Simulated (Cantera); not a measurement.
Input: 1 mol Al2O3, 72 mol H2, 6.8 mol N2, equilibrated at 1700 K and 870 Pa.

Equilibrium computed with Cantera from the NASA thermochemical tables; the gas is ideal and each condensed phase is pure. Candidate condensed phases: Al, AlN, Al2O3, H2O; 35 gas species. The numbers say what is thermodynamically allowed, not how fast it happens.

Base state: H2 0.912, N2 0.0862, H 0.00151, H2O 2.10e-5, Al 1.17e-5 (mole fractions); condensed: Al2O3(s).

Question: What changes in the equilibrium state with this change: pressure from 870 Pa to 260 Pa?

Answer: 
```csv
species,before,after
H2,0.912,0.911
N2,0.0862,0.0862
H,0.00151,0.00276
Al,1.17e-5,1.94e-5
H2O,2.10e-5,3.34e-5
"Al2O3(s), mol",0.999,0.999
```

Question: What changes in the equilibrium state with this change: Al2O3 replaced by V2O3?

Answer: 
```
species         before    after
-------------  -------  -------
H2               0.912    0.903
N2              0.0862   0.0862
H2O            2.10e-5  0.00879
Al             1.17e-5        0
H              0.00151  0.00150
Al2O3(s), mol    0.999        0
VO(s), mol           0     1.39
V2O3(s), mol         0    0.306
```
Mutual solubility and eutectic melting of coexisting phases are not modelled. VO: taken at fixed stoichiometry. Condensed phases not in the tables: the oxides between V2O3 and V2O5 other than VO2. Further candidate phases: V, VN, VO, V2O3, V2O4, V2O5.
